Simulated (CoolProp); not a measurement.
Vapour-liquid equilibrium of methanol (1) + water (2) at 1540 kPa; x and y are mole fractions of (1).

Values from CoolProp's multi-fluid Helmholtz-energy mixture model, de Reuck 1993 and Wagner 2002; pair parameters Bell 2016.

Q: Give the bubble temperature and the first vapour's composition at x = 0.05, 0.65, 0.8. Is there an azeotrope?

A: x = 0.05: 194.9 °C, y = 0.127; x = 0.65: 164.0 °C, y = 0.801; x = 0.8: 159.5 °C, y = 0.889. No azeotrope shows between x = 0.05 and 0.95.

The pair parameters rest on a limited set of measurements; away from them the model extrapolates.
